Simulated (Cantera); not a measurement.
Mixture: 44.4 % H2, 11.1 % O2, 44.4 % N2, equivalence ratio 2.0, at 3.00 bar, adiabatic and at constant pressure. Ignition delay is the time to a rise of 400 K.

Cantera simulation using the H2/O2 subset of GRI-Mech 3.0, which has no nitrogen chemistry; the numbers are that mechanism's predictions, not measurements. The hydrogen kinetics of GRI-Mech 3.0 are dated; newer H2 mechanisms differ, most at raised pressure. Where the delays flatten at high temperature, the 400 K rule measures the pace of heat release, not the induction time.

**Question.** Predict: delay at 1200 K; delay at 1300 K; delay at 1400 K; delay at 1500 K.

**Answer.** 
- delay at 1200 K: 22.1 µs
- delay at 1300 K: 11.6 µs
- delay at 1400 K: 7.51 µs
- delay at 1500 K: 5.43 µs
